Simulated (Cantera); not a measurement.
**Chemical vapour transport: AlN + I2 + N2**

Feed: 1 mol AlN, 0.23 mol I2, 0.085 mol N2, held at 1330 Pa.

Equilibrium computed with Cantera from the NASA thermochemical tables; the gas is ideal and each condensed phase is pure. Candidate condensed phases: Al, AlI3, AlN, I2; 10 gas species. The numbers say what is thermodynamically allowed, not how fast it happens.

| T (K) | x I | x N2 | x AlI3 | x AlI | x I2 | x Al2I6 | n AlN(s) |
|---|---|---|---|---|---|---|---|
| 1173 | 0.303 | 0.376 | 0.295 | 2.39e-5 | 0.0258 | 2.42e-6 | 0.891 |
| 1223 | 0.379 | 0.346 | 0.254 | 9.57e-5 | 0.0211 | 1.25e-6 | 0.901 |
| 1273 | 0.456 | 0.314 | 0.212 | 0.000340 | 0.0169 | 6.20e-7 | 0.913 |
| 1323 | 0.532 | 0.283 | 0.170 | 0.00108 | 0.0132 | 2.94e-7 | 0.926 |
| 1373 | 0.601 | 0.255 | 0.131 | 0.00311 | 0.0101 | 1.31e-7 | 0.939 |
| 1423 | 0.658 | 0.231 | 0.0954 | 0.00810 | 0.00749 | 5.38e-8 | 0.951 |
| 1473 | 0.698 | 0.213 | 0.0652 | 0.0191 | 0.00539 | 1.98e-8 | 0.958 |
| 1523 | 0.712 | 0.203 | 0.0405 | 0.0404 | 0.00370 | 6.13e-9 | 0.958 |
x: gas mole fraction; n: condensed amount in mol.

From 1173 K to 1523 K the condensed part is AlN(s). The main Al-bearing gas is AlI3 throughout.
